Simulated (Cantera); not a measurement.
**Low-pressure radical oxidation in H2/O2**

An isothermal, constant-pressure homogeneous reactor starts with H2 : O2 = 0.26 : 1 (molar parts), equivalence ratio 0.13, at 1300 K and 19.5 Torr.

Model: the H2/O2 subset of GRI-Mech 3.0, which has no nitrogen chemistry, integrated in Cantera. Radical loss at walls, strong at low pressure, is not modelled. The temperature is held fixed by assumption; the heat of reaction is taken as removed at once.

```tsv
t (s)	x H2	x O2	x O	x H	x HO2
2.00e-5	0.206	0.794	1.30e-8	3.14e-8	3.36e-8
9.68e-5	0.206	0.794	6.59e-7	9.91e-7	1.65e-7
0.000468	0.0276	0.686	0.0639	0.0680	1.29e-5
0.00226	0.00767	0.703	0.0568	0.0366	1.43e-5
0.0110	0.00144	0.758	0.00956	0.00254	1.08e-5
0.0530	6.42e-5	0.769	0.000422	2.35e-5	1.61e-6
0.256	4.75e-6	0.770	3.19e-5	4.87e-7	1.76e-7
1.24	6.23e-7	0.770	4.24e-6	2.36e-8	5.18e-8
6.00	1.63e-7	0.770	1.11e-6	3.19e-9	5.79e-8
```
x: mole fraction; the columns are a selection and need not sum to one.

Equilibrium at this temperature and pressure: H2 1.42e-7, O2 0.770, O 9.69e-7, H 2.60e-9, HO2 6.04e-8 (gas phase only).
